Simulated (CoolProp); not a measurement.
Vapour-liquid equilibrium of isohexane (1) + n-hexane (2) at 8.85 °C; x and y are mole fractions of (1).

Computed with CoolProp (multi-fluid Helmholtz-energy mixture model, Lemmon 2006 and Thol 2019; pair parameters Bell 2016).

```
x      bubble pressure, mixture model (MPa)  bubble pressure, Raoult's law (MPa)  y, mixture model  y, Raoult's law
-----  ------------------------------------  -----------------------------------  ----------------  ---------------
0.05                               0.009767                             0.009745             0.073            0.071
0.125                               0.01012                              0.01007             0.175            0.172
0.2                                 0.01047                              0.01039             0.271            0.266
0.275                               0.01081                              0.01071             0.359            0.355
0.35                                0.01115                              0.01103             0.442            0.439
0.425                               0.01149                              0.01136             0.519            0.517
0.5                                 0.01181                              0.01168             0.592            0.592
0.575                               0.01213                              0.01200             0.661            0.663
0.65                                0.01245                              0.01232             0.727            0.729
0.725                               0.01275                              0.01265             0.789            0.793
0.8                                 0.01305                              0.01297             0.849            0.853
0.875                               0.01335                              0.01329             0.907            0.910
0.95                                0.01364                              0.01361             0.963            0.965
```

The largest gap from Raoult's law is +1.1 % in bubble pressure, at x = 0.5. No azeotrope shows between x = 0.05 and 0.95.

Pair parameters are fitted to limited data, so mixtures are less certain than the pure fluids.
